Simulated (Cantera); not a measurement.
A freely propagating, adiabatic, planar premixed flame of 15.9 % CO, 6.70 % H2, 17.2 % O2, 60.1 % N2, equivalence ratio 0.66, unburnt at 650 K and 2030 Torr; mixture-averaged transport, grid criteria slope 0.08 and curve 0.16, no radiation.

Cantera simulation using GRI-Mech 3.0 (53 species, 325 reactions); the numbers are that mechanism's predictions, not measurements. The hydrogen kinetics of GRI-Mech 3.0 are dated; newer H2 mechanisms differ, most at raised pressure. Burning velocities carry a grid error of a few per cent, more on coarse grids.

x: mole fraction of selected species; z is measured from the peak of heat release.

```json
[
 {"z (mm)": "-0.640", "T (K)": "650", "u (m/s)": "1.76", "x CO": "0.160", "x H2": "0.0669", "x O2": "0.172", "x OH": "<1e-8", "x N2O": "<1e-8", "x H2O": "4.97e-8"},
 {"z (mm)": "-0.427", "T (K)": "650", "u (m/s)": "1.76", "x CO": "0.160", "x H2": "0.0665", "x O2": "0.172", "x OH": "<1e-8", "x N2O": "<1e-8", "x H2O": "1.09e-6"},
 {"z (mm)": "-0.320", "T (K)": "650", "u (m/s)": "1.76", "x CO": "0.160", "x H2": "0.0656", "x O2": "0.172", "x OH": "<1e-8", "x N2O": "<1e-8", "x H2O": "8.33e-6"},
 {"z (mm)": "-0.213", "T (K)": "651", "u (m/s)": "1.76", "x CO": "0.160", "x H2": "0.0628", "x O2": "0.173", "x OH": "<1e-8", "x N2O": "<1e-8", "x H2O": "?"},
 {"z (mm)": "-0.107", "T (K)": "689", "u (m/s)": "1.84", "x CO": "0.161", "x H2": "0.0504", "x O2": "0.174", "x OH": "2.52e-6", "x N2O": "<1e-8", "x H2O": "0.00264"},
 {"z (mm)": "-0.0533", "T (K)": "903", "u (m/s)": "2.38", "x CO": "0.153", "x H2": "0.0339", "x O2": "0.166", "x OH": "0.000286", "x N2O": "1.88e-8", "x H2O": "0.0164"},
 {"z (mm)": "0", "T (K)": "?", "u (m/s)": "3.39", "x CO": "?", "x H2": "?", "x O2": "?", "x OH": "?", "x N2O": "?", "x H2O": "?"},
 {"z (mm)": "0.0533", "T (K)": "1603", "u (m/s)": "4.09", "x CO": "0.0898", "x H2": "0.00452", "x O2": "0.109", "x OH": "0.00463", "x N2O": "4.97e-7", "x H2O": "0.0586"},
 {"z (mm)": "0.107", "T (K)": "1778", "u (m/s)": "4.47", "x CO": "0.0640", "x H2": "0.00314", "x O2": "0.0940", "x OH": "0.00647", "x N2O": "6.88e-7", "x H2O": "0.0604"},
 {"z (mm)": "0.213", "T (K)": "1964", "u (m/s)": "4.87", "x CO": "0.0402", "x H2": "0.00280", "x O2": "0.0826", "x OH": "0.00791", "x N2O": "8.00e-7", "x H2O": "0.0614"},
 {"z (mm)": "0.427", "T (K)": "2117", "u (m/s)": "5.19", "x CO": "0.0263", "x H2": "0.00198", "x O2": "0.0767", "x OH": "0.00767", "x N2O": "9.25e-7", "x H2O": "0.0647"},
 {"z (mm)": "0.854", "T (K)": "2225", "u (m/s)": "5.42", "x CO": "0.0166", "x H2": "0.00118", "x O2": "0.0730", "x OH": "0.00643", "x N2O": "1.01e-6", "x H2O": "0.0677"},
 {"z (mm)": "1.71", "T (K)": "2292", "u (m/s)": "5.55", "x CO": "0.00990", "x H2": "0.000689", "x O2": "0.0706", "x OH": "0.00513", "x N2O": "9.06e-7", "x H2O": "0.0695"}
]
```

Problem. Complete the blanks.

Solution. 
- -0.213, x H2O: 9.30e-5
- 0, T (K): 1306
- 0, x CO: 0.126
- 0, x H2: 0.0138
- 0, x O2: 0.137
- 0, x OH: 0.00197
- 0, x N2O: 1.73e-7
- 0, x H2O: 0.0442
